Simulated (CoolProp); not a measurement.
Vapour-liquid equilibrium of R142b (1) + R113 (2) at 303.4 K; x and y are mole fractions of (1).

Computed with CoolProp (multi-fluid Helmholtz-energy mixture model, Lemmon 2006 and Marx 1992; pair parameters Bell 2016).

```
x     bubble pressure, mixture model (bar)  bubble pressure, Raoult's law (bar)  y, mixture model  y, Raoult's law
----  ------------------------------------  -----------------------------------  ----------------  ---------------
0.05                                0.7706                               0.7193             0.315            0.275
0.15                                 1.188                                1.060                 …            0.560
0.25                                     …                                1.401             0.720            0.706
0.35                                 1.925                                1.742             0.794            0.795
0.45                                     …                                2.083             0.845            0.855
0.55                                 2.566                                2.423             0.883            0.898
0.65                                 2.867                                2.764             0.913            0.931
0.75                                 3.166                                3.105             0.940            0.956
0.85                                 3.471                                3.446                 …            0.976
0.95                                 3.790                                3.787             0.988            0.993
```

### Question
Some entries are withheld; supply them.

### Answer

- 0.15, y, mixture model: 0.592
- 0.25, bubble pressure, mixture model (bar): 1.571
- 0.45, bubble pressure, mixture model (bar): 2.254
- 0.85, y, mixture model: 0.964

The largest gap from Raoult's law is +12.1 % in bubble pressure, at x = 0.25. No azeotrope shows between x = 0.05 and 0.95.

Pair parameters are fitted to limited data, so mixtures are less certain than the pure fluids.
